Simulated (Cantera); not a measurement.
An isothermal, constant-pressure homogeneous reactor starts with CH4 : H2 = 0.011 : 1 (molar parts), at 1875 K and 0.170 bar. Integrator tolerance rtol = 1e-08.

Cantera simulation using GRI-Mech 3.0 (53 species, 325 reactions); the numbers are that mechanism's predictions, not measurements. GRI-Mech 3.0 stops at C3 and has no aromatics, soot or wall deposition, so with more carbon than oxygen in the feed, carbon stays in small species such as C2H2 where larger ones or solid carbon would form.

Task: What does this change do: temperature 1875 to 1575 K?

Result: 
```tsv
quantity	before	after
x(CH4) at 30.0 s	0.000409 (gas-phase equilibrium 0.000409)	0.00412 (gas-phase equilibrium 0.00384)
x(H2) at 30.0 s	0.993 (gas-phase equilibrium 0.993)	0.992 (gas-phase equilibrium 0.993)
x(C2H) at 30.0 s	9.83e-8 (gas-phase equilibrium 9.83e-8)	9.70e-10 (gas-phase equilibrium 1.01e-9)
x(C2H6) at 30.0 s	1.84e-9 (gas-phase equilibrium 1.84e-9)	7.06e-8 (gas-phase equilibrium 6.69e-8)
x(H) at 30.0 s	0.00160 (gas-phase equilibrium 0.00160)	0.000101 (gas-phase equilibrium 0.000101)
```
